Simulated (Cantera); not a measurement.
Standard-state values (1 bar) from the NASA 1993 polynomials, evaluated with Cantera. Values are per mole of reaction as written; species without (g) are pure solids or liquids, kept so even where they would boil at 1 bar.

4 Li + O2(g) = 2 Li2O

| T (K) | ΔH° (kJ) | ΔS° (J/K) | ΔG° (kJ) | log10 K | condensed phases |
|---|---|---|---|---|---|
| 300 | -1197.4 | -245.9 | -1123.7 | 195.65 | Li(s), Li2O(s) |
| 525 | -1212.7 | -280.5 | -1065.4 | 106.00 | Li(l), Li2O(s) |
| 675 | ? | ? | ? | ? | Li(l), Li2O(s) |
| 825 | -1211.8 | -279.6 | -981.2 | 62.12 | Li(l), Li2O(s) |
| 975 | -1209.3 | -276.8 | -939.4 | 50.33 | Li(l), Li2O(s) |
| 1125 | -1204.9 | -273.4 | -897.3 | 41.66 | Li(l), Li2O(s) |
| 1275 | ? | ? | ? | ? | Li(l), Li2O(s) |
| 1425 | -1194.8 | -265.5 | -816.5 | 29.93 | Li(l), Li2O(s) |
| 1575 | -1189.0 | -261.6 | -777.0 | 25.77 | Li(l), Li2O(s) |

Question: Fill in the missing entries.

Answer: 
- 675, ΔH° (kJ): -1213.0
- 675, ΔS° (J/K): -281.2
- 675, ΔG° (kJ): -1023.2
- 675, log10 K: 79.18
- 1275, ΔH° (kJ): -1200.2
- 1275, ΔS° (J/K): -269.5
- 1275, ΔG° (kJ): -856.6
- 1275, log10 K: 35.09
